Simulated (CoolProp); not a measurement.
Properties of propylene along the isotherm 74.15 °C (Tc = 91.1 °C, pc = 4.555 MPa, ω = 0.146).

Values from CoolProp's reference Helmholtz-energy equation of state, Lemmon 2013.

| p (MPa) | phase | Joule-Thomson coefficient (K/MPa) | viscosity (µPa s) | fugacity coefficient |
|---|---|---|---|---|
| 0.144 | gas | 10.99 | 10.00 | 0.9874 |
| 0.256 | gas | 11.11 | 10.0 | 0.9777 |
| 0.455 | gas | … | 10.1 | 0.9605 |
| 0.81 | gas | 11.77 | 10.2 | 0.9299 |
| 1.44 | gas | 12.69 | 10.5 | 0.8761 |
| 2.56 | gas | … | … | 0.7805 |
| 4.55 | liquid | 1.251 | … | 0.5450 |
| 8.1 | liquid | 0.5198 | 69.1 | 0.3455 |
| 14.4 | liquid | 0.1097 | 80.0 | 0.2376 |
| 25.6 | liquid | -0.1508 | 94.3 | 0.1867 |
| 45.5 | liquid | -0.3183 | … | 0.1831 |

**Question.** Complete the blanks.

**Answer.** 
- 0.455, Joule-Thomson coefficient (K/MPa): 11.33
- 2.56, Joule-Thomson coefficient (K/MPa): 15.14
- 2.56, viscosity (µPa s): 11.6
- 4.55, viscosity (µPa s): 59.9
- 45.5, viscosity (µPa s): 115

Viscosity comes from a separate model (Huber 2003), an estimate that may be off by 10 % or more.
